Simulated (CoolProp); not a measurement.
Values from CoolProp's reference Helmholtz-energy equation of state, Setzmann 1991.

### Question
Give the vapour pressure (kPa), liquid cp (kJ/(kg K)), vapour Z, vapour viscosity (µPa s) of saturated methane at 164.1 K.

### Answer
```
T (K)  p (kPa)  liquid cp (kJ/(kg K))  vapour Z  vapour viscosity (µPa s)
-----  -------  ---------------------  --------  ------------------------
164.1     1870                   4.68     0.727                      6.78
```

Viscosity comes from a separate model (Quiñones-Cisneros 2006).
